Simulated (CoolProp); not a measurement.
Propylene glycol along the isotherm 346.85 °C: fugacity coefficient from the reference equation and from simpler models built on Tc = 400.8 °C, pc = 7.292 MPa, ω = 0.327; each cubic takes its own stable root.

Model: reference Helmholtz-energy equation of state, Eisenbach 2021, in CoolProp.

```json
[
 {"p (MPa)": "0.405", "phase": "gas", "reference": "0.9750"},
 {"p (MPa)": "0.81", "phase": "gas", "reference": "0.9500"},
 {"p (MPa)": "1.22", "phase": "gas", "reference": "0.9247"},
 {"p (MPa)": "1.62", "phase": "gas", "reference": "0.8999"},
 {"p (MPa)": "2.03", "phase": "gas", "reference": "0.8745"},
 {"p (MPa)": "2.43", "phase": "gas", "reference": "0.8495"},
 {"p (MPa)": "2.84", "phase": "gas", "reference": "0.8236"},
 {"p (MPa)": "3.65", "phase": "liquid", "reference": "0.7141"}
]
```

**Question.** How far does each simpler model (van der Waals, Redlich-Kwong, Soave-Redlich-Kwong, Peng-Robinson) lie from the reference over these 8 states: mean and median of the absolute difference, and the worst?

**Answer.** 
- van der Waals: mean 3.8 %, median 2.5 %, worst +14.6 % at 346.85 °C and 3.65 MPa
- Redlich-Kwong: mean 1.9 %, median 0.7 %, worst +10.3 % at 346.85 °C and 3.65 MPa
- Soave-Redlich-Kwong: mean 1.2 %, median 0.1 %, worst +8.9 % at 346.85 °C and 3.65 MPa
- Peng-Robinson: mean 1.5 %, median 0.9 %, worst +6.7 % at 346.85 °C and 3.65 MPa

At some of these states van der Waals, Redlich-Kwong, Soave-Redlich-Kwong, Peng-Robinson gives the other phase, because its saturation line lies elsewhere.
